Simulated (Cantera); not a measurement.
An adiabatic, constant-volume homogeneous reactor starts with CH4 : O2 : N2 = 1 : 1.33 : 5.01 (molar parts), equivalence ratio 1.5, at 1475 K and 7500 Torr. Integrator tolerance rtol = 1e-08.

Model: GRI-Mech 3.0 (53 species, 325 reactions), integrated in Cantera. Above 3000 K some thermodynamic fits are extrapolated.

```tsv
quantity	before	after
time of steepest temperature rise	0.266 ms	7.61 ms
temperature at 7.00 s	3070 K	2898 K
equilibrium temperature	3070 K	2898 K
x(CH4) at 7.00 s	6.01e-11 (gas-phase equilibrium 6.88e-11)	1.27e-10 (gas-phase equilibrium 1.44e-10)
x(O2) at 7.00 s	0.000692 (gas-phase equilibrium 0.000692)	0.000197 (gas-phase equilibrium 0.000197)
x(NO) at 7.00 s	0.00264 (gas-phase equilibrium 0.00264)	0.00115 (gas-phase equilibrium 0.00115)
x(HO2) at 7.00 s	1.84e-6 (gas-phase equilibrium 1.84e-6)	5.57e-7 (gas-phase equilibrium 5.57e-7)
x(CH2CO) at 7.00 s	<1e-12 (gas-phase equilibrium <1e-12)	1.00e-12 (gas-phase equilibrium 1.09e-12)
x(H) at 7.00 s	0.0111 (gas-phase equilibrium 0.0111)	0.00598 (gas-phase equilibrium 0.00598)
```

**Question.** Name the change that produced these shifts.
A) O2 1.33 to 0.45 parts
B) initial temperature 1475 to 975 K
C) CH4 1 to 1.5 parts
D) initial temperature 1475 to 1175 K

**Answer.** D, initial temperature 1475 to 1175 K
